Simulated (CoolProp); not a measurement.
Vapour-liquid equilibrium of CH2F2 (R32) (1) + R236FA (2) at 217.6 K; x and y are mole fractions of (1).

The numbers come from the multi-fluid Helmholtz-energy mixture model, Tillner-Roth 1997 and Pan 2012; pair parameters Bell 2016 in CoolProp.

| x | bubble pressure (bar) | y at the bubble point | dew pressure at overall composition x (bar) | liquid density (mol/L) |
|---|---|---|---|---|
| 0.05 | 0.09536 | 0.476 | 0.05501 | 10.88 |
| 0.125 | 0.1613 | 0.713 | 0.05944 | 11.41 |
| 0.2 | 0.2272 | 0.812 | 0.06465 | 11.98 |
| 0.275 | 0.2916 | 0.866 | 0.07086 | 12.60 |
| 0.35 | 0.3535 | 0.900 | 0.07839 | 13.27 |
| 0.425 | 0.4127 | 0.923 | 0.08771 | 14.01 |
| 0.5 | 0.4691 | 0.940 | 0.09955 | 14.83 |
| 0.575 | 0.5234 | 0.953 | 0.1151 | 15.74 |
| 0.65 | 0.5761 | 0.963 | 0.1364 | 16.75 |
| 0.725 | 0.6281 | 0.973 | 0.1673 | 17.88 |
| 0.8 | 0.6802 | 0.981 | 0.2163 | 19.15 |
| 0.875 | 0.7336 | 0.988 | 0.3055 | 20.60 |
| 0.95 | 0.7889 | 0.995 | 0.5111 | 22.27 |

No azeotrope shows between x = 0.05 and 0.95.

Pair parameters are fitted to limited data, so mixtures are less certain than the pure fluids.
